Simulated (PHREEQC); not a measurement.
A solution holds 0.94 mol/kgw KOH, 0.0087 mol/kgw K2SO4 and 3 mol/kgw LiCl, at 25 °C. Closed to the air; pH follows from the charge balance.

Computed with PHREEQC (Pitzer model, pitzer.dat).

Each row changes one thing in this solution. No solid was allowed to form.

```csv
case,pH,SI of Sylvite (KCl),SI of Arcanite (K2SO4)
as made,13.38,-0.57,-1.86
K2SO4 replaced by NaHSO4 at the same molality,13.37,-0.58,[?]
diluted 10-fold with water,[?],-2.76,-4.32
diluted 2-fold with water,13.23,-1.35,[?]
K2SO4 from 0.0087 to 0.00087 mol/kgw,13.37,-0.58,-2.87
KOH left out,6.46,-2.37,-5.35
diluted 100-fold with water,11.88,-4.60,-6.72
```

Complete the blanks.


- K2SO4 replaced by NaHSO4 at the same molality, SI of Arcanite (K2SO4): -1.87
- diluted 10-fold with water, pH: 12.74
- diluted 2-fold with water, SI of Arcanite (K2SO4): -2.70

Species that the database lacks are ignored. In brines, pH and single-ion activities rest on the MacInnes convention.
